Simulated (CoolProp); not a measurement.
Properties of R125 along the isobar 0.357 MPa (Tc = 66.0 °C, pc = 3.618 MPa, ω = 0.305).

The numbers come from the reference Helmholtz-energy equation of state, Lemmon 2005 in CoolProp.

| T (°C) | phase | cv (kJ/(kg K)) | viscosity (µPa s) |
|---|---|---|---|
| -49.75 | liquid | 0.7291 | 424 |
| -44.35 | liquid | 0.7356 | 389 |
| -38.95 | liquid | 0.7423 | 358 |
| -33.55 | liquid | 0.7490 | 330 |
| -28.25 | liquid | 0.7559 | 305 |
| -22.85 | liquid | 0.7630 | 282 |
| -17.45 | gas | 0.6809 | 11.1 |
| -12.05 | gas | 0.6866 | 11.3 |
| -6.65 | gas | 0.6927 | 11.6 |
| -1.25 | gas | 0.6991 | 11.8 |
| 4.15 | gas | 0.7059 | 12.1 |
| 9.55 | gas | 0.7128 | 12.3 |
| 14.95 | gas | 0.7198 | 12.5 |
| 20.25 | gas | 0.7269 | 12.8 |
| 25.65 | gas | 0.7341 | 13.0 |
| 31.05 | gas | 0.7414 | 13.2 |

Viscosity comes from a separate model (Huber 2006).
